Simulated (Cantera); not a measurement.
A perfectly stirred reactor is fed with 64.5 % CH4, 35.5 % H2O, at 13300 Pa; it is held at 1475 K, and followed from long to short residence time.

Detailed kinetics in Cantera: GRI-Mech 3.0 (53 species, 325 reactions). GRI-Mech 3.0 stops at C3 and has no aromatics, soot or wall deposition, so with more carbon than oxygen in the feed, carbon stays in small species such as C2H2 where larger ones or solid carbon would form.

x: mole fraction; the columns are a selection and need not sum to one.

```json
[
 {"τ (s)": "2.7", "x CH4": "0.323", "x H2O": "0.278", "x CH2": "8.05e-9", "x C2H2": "0.0912", "x CH2CO": "2.55e-5", "x CO2": "0.000753"},
 {"τ (s)": "1.4", "x CH4": "0.400", "x H2O": "0.299", "x CH2": "8.96e-9", "x C2H2": "0.0696", "x CH2CO": "2.34e-5", "x CO2": "0.000258"},
 {"τ (s)": "0.71", "x CH4": "0.473", "x H2O": "0.317", "x CH2": "9.99e-9", "x C2H2": "0.0477", "x CH2CO": "1.93e-5", "x CO2": "6.99e-5"},
 {"τ (s)": "0.37", "x CH4": "0.532", "x H2O": "0.331", "x CH2": "1.10e-8", "x C2H2": "0.0297", "x CH2CO": "1.39e-5", "x CO2": "1.72e-5"},
 {"τ (s)": "0.19", "x CH4": "0.577", "x H2O": "0.341", "x CH2": "1.18e-8", "x C2H2": "0.0158", "x CH2CO": "8.06e-6", "x CO2": "3.70e-6"},
 {"τ (s)": "0.097", "x CH4": "0.608", "x H2O": "0.348", "x CH2": "1.20e-8", "x C2H2": "[?]", "x CH2CO": "[?]", "x CO2": "[?]"},
 {"τ (s)": "0.050", "x CH4": "0.627", "x H2O": "0.352", "x CH2": "1.11e-8", "x C2H2": "0.00222", "x CH2CO": "8.56e-7", "x CO2": "1.33e-7"},
 {"τ (s)": "0.026", "x CH4": "0.637", "x H2O": "0.354", "x CH2": "8.98e-9", "x C2H2": "0.000540", "x CH2CO": "1.30e-7", "x CO2": "2.08e-8"},
 {"τ (s)": "0.013", "x CH4": "0.642", "x H2O": "0.355", "x CH2": "[?]", "x C2H2": "[?]", "x CH2CO": "[?]", "x CO2": "[?]"},
 {"τ (s)": "0.0069", "x CH4": "0.644", "x H2O": "0.355", "x CH2": "3.83e-9", "x C2H2": "1.33e-5", "x CH2CO": "8.18e-10", "x CO2": "1.83e-10"}
]
```

Fill in the missing entries.


- 0.097, x C2H2: 0.00675
- 0.097, x CH2CO: 3.33e-6
- 0.097, x CO2: 7.23e-7
- 0.013, x CH2: 6.11e-9
- 0.013, x C2H2: 8.67e-5
- 0.013, x CH2CO: 1.09e-8
- 0.013, x CO2: 2.09e-9
